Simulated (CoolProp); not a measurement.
Saturation properties of carbonyl sulfide (Tc = 378.8 K, pc = 63.69 bar, ω = 0.098).

The numbers come from the reference Helmholtz-energy equation of state, Lemmon 2006 in CoolProp. It is a short technical equation, of lower accuracy than the large ones.

```tsv
T (K)	p (bar)	liquid density (kg/m³)	vapour density (kg/m³)
256.1	3.778	[?]	11.48
260.7	[?]	1089	13.26
265.3	5.112	1078	15.26
270	5.915	1066	17.53
274.6	6.788	1054	19.99
279.2	7.752	1043	22.71
283.9	8.839	1030	25.79
288.5	[?]	1018	29.11
293.2	11.31	[?]	32.85
297.8	12.70	991.3	36.88
302.4	14.22	977.7	41.31
307.1	15.89	963.4	46.29
311.7	17.67	948.9	51.65
316.4	19.63	933.5	57.70
```

Q: Complete the blanks.

A: 
- 256.1, liquid density (kg/m³): 1100
- 260.7, p (bar): 4.407
- 288.5, p (bar): 10.01
- 293.2, liquid density (kg/m³): 1005

It boils at 223.0 K under 1 atm.
